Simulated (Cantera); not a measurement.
Feed: 1 mol PbO, 0.011 mol O₂, 1.7 mol N₂, 3.8 mol H₂, equilibrated at 20000 Pa.

Method: chemical equilibrium by Gibbs-energy minimisation in Cantera with the NASA 1993 tables (ideal gas, pure condensed phases). Candidate condensed phases: H₂O, Pb, PbO, PbO₂, Pb₃O₄; 27 gas species. The numbers say what is thermodynamically allowed, not how fast it happens.

Task: At 927 °C, list the 4 most abundant gas species with their mole fractions, and the condensed phases.

Result: H₂ 0.503, N₂ 0.308, H₂O 0.185, Pb 0.00322. Condensed: Pb(l).
